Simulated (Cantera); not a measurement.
**Transport properties of process gases**

Gas mixture: C2H2 : C2H6 = 0.88 : 0.71 (molar parts), at 0.207 atm, frozen composition.

Cantera's kinetic-theory transport with the Lennard-Jones parameters of GRI-Mech 3.0, ideal gas; thermal conductivity in the multicomponent form. The composition is frozen, though it would react at the higher temperatures.

```json
[
 {"T (K)": "400", "ρ (kg/m³)": "0.176", "cp (J/kg/K)": "2044", "μ (µPa s)": "13.0", "λ (mW/m/K)": "35.5", "Pr": "0.747", "D (cm²/s) CH3": "1.38", "D (cm²/s) CO2": "0.962", "D (cm²/s) H2": "4.76"},
 {"T (K)": "600", "ρ (kg/m³)": "0.117", "cp (J/kg/K)": "2589", "μ (µPa s)": "18.2", "λ (mW/m/K)": "62.7", "Pr": "0.751", "D (cm²/s) CH3": "2.85", "D (cm²/s) CO2": "2.03", "D (cm²/s) H2": "9.48"},
 {"T (K)": "800", "ρ (kg/m³)": "0.0879", "cp (J/kg/K)": "2993", "μ (µPa s)": "22.7", "λ (mW/m/K)": "90.1", "Pr": "0.753", "D (cm²/s) CH3": "4.70", "D (cm²/s) CO2": "3.38", "D (cm²/s) H2": "15.4"},
 {"T (K)": "1000", "ρ (kg/m³)": "0.0703", "cp (J/kg/K)": "3318", "μ (µPa s)": "26.6", "λ (mW/m/K)": "117", "Pr": "0.753", "D (cm²/s) CH3": "6.88", "D (cm²/s) CO2": "4.97", "D (cm²/s) H2": "22.3"},
 {"T (K)": "1200", "ρ (kg/m³)": "0.0586", "cp (J/kg/K)": "3570", "μ (µPa s)": "30.2", "λ (mW/m/K)": "144", "Pr": "0.752", "D (cm²/s) CH3": "9.37", "D (cm²/s) CO2": "6.80", "D (cm²/s) H2": "30.2"},
 {"T (K)": "1400", "ρ (kg/m³)": "0.0502", "cp (J/kg/K)": "3770", "μ (µPa s)": "33.6", "λ (mW/m/K)": "169", "Pr": "0.751", "D (cm²/s) CH3": "12.1", "D (cm²/s) CO2": "8.83", "D (cm²/s) H2": "39.0"},
 {"T (K)": "1600", "ρ (kg/m³)": "0.0439", "cp (J/kg/K)": "3926", "μ (µPa s)": "36.7", "λ (mW/m/K)": "192", "Pr": "0.751", "D (cm²/s) CH3": "15.2", "D (cm²/s) CO2": "11.1", "D (cm²/s) H2": "48.7"},
 {"T (K)": "1800", "ρ (kg/m³)": "0.0391", "cp (J/kg/K)": "4049", "μ (µPa s)": "39.7", "λ (mW/m/K)": "215", "Pr": "0.750", "D (cm²/s) CH3": "18.5", "D (cm²/s) CO2": "13.5", "D (cm²/s) H2": "59.2"}
]
```
D: mixture-averaged diffusion coefficient of that species in the mixture.
